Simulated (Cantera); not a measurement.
A closed system holds: 1 mol SiHCl3, 0.14 mol C3H8, 100 mol H2, at 2023.15 K and 50.0 mbar.

Cantera equilibrium calculation (NASA polynomials, part measured and part estimated; ideal gas, pure solids and liquids). Candidate condensed phases: C, C6H6, C7H8, C8H18, Si, SiC; 109 gas species. Mutual solubility and eutectic melting of coexisting phases are not modelled. The tables' values for SiCl are old estimates; treat these amounts as uncertain. Gases not in the tables: Si2H6 and higher silanes. The numbers say what is thermodynamically allowed, not how fast it happens.

Base state: H2 0.963, HCl 0.0256, H 0.00834, SiCl2 0.00158, Si 0.00114, SiCl 0.000177, Cl 0.000165, SiH 0.000161 (mole fractions); condensed: Si(l) + SiC(s).

Q: What changes in the equilibrium state with this change: SiHCl3 replaced by (CH3)2SiCl2?

A: 
| species | before | after |
|---|---|---|
| H2 | 0.963 | 0.972 |
| HCl | 0.0256 | 0.0188 |
| H | 0.00834 | 0.00838 |
| SiCl2 | 0.00158 | 5.07e-5 |
| Si | 0.00114 | 6.80e-5 |
| C2H2 (acetylene) | 3.07e-6 | 0.000869 |
| Si2 | 1.25e-5 | 4.45e-8 |
| SiCl | 0.000177 | 7.73e-6 |
| CH4 | 1.10e-6 | 1.89e-5 |
| Si(l), mol | 0.246 | 0 |
| SiC(s), mol | 0.416 | 0.984 |
| C(graphite), mol | 0 | 1.25 |
The feed counts by its element totals alone.

Q: What changes in the equilibrium state with this change: temperature from 2023.15 K to 2598 K?

A: 
```
species            before     after
----------------  -------  --------
H2                  0.963     0.810
H                 0.00834     0.153
HCl                0.0256    0.0234
Si                0.00114   0.00785
C2H                 <1e-9   2.47e-5
SiC2              1.87e-7  0.000306
C2H2 (acetylene)  3.07e-6   0.00149
Si(l), mol          0.246         0
SiC(s), mol         0.416         0
```
